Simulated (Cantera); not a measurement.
Mixture: H2 : O2 : N2 : NO = 1 : 0.649 : 2.44 : 0.007 (molar parts), at 1.30 bar, adiabatic and at constant volume. Ignition delay is the time to a rise of 400 K.

Computed with Cantera and GRI-Mech 3.0 (53 species, 325 reactions). The mechanism lacks 2 NO + O2 → 2 NO2 and HONO, so NO2 and the effect of NO are under-described below about 1400 K. Where the delays flatten at high temperature, the 400 K rule measures the pace of heat release, not the induction time.

Predict: delay at 1225 K; delay at 1375 K; delay at 1525 K; delay at 1675 K; delay at 1825 K.


```json
{
 "delay at 1225 K": "30.4 µs",
 "delay at 1375 K": "16.5 µs",
 "delay at 1525 K": "11.3 µs",
 "delay at 1675 K": "9.32 µs",
 "delay at 1825 K": "9.01 µs"
}
```
